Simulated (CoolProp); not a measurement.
Properties of fluorine at several states.

Model: reference Helmholtz-energy equation of state, de Reuck 1990, in CoolProp.

```tsv
T (K)	p (kPa)	phase	density (kg/m³)	Joule-Thomson coefficient (K/MPa)	isothermal compressibility (1/MPa)	fugacity coefficient
72.8	4750	liquid	?	-0.3040	?	?
297	567	gas	8.745	1.912	1.768	0.9976
275.7	196	gas	3.253	?	5.108	0.9988
```

Fill in the missing entries.


- 72.8, density (kg/m³): 1593
- 72.8, isothermal compressibility (1/MPa): 0.001156
- 72.8, fugacity coefficient: 0.004821
- 275.7, Joule-Thomson coefficient (K/MPa): 2.206
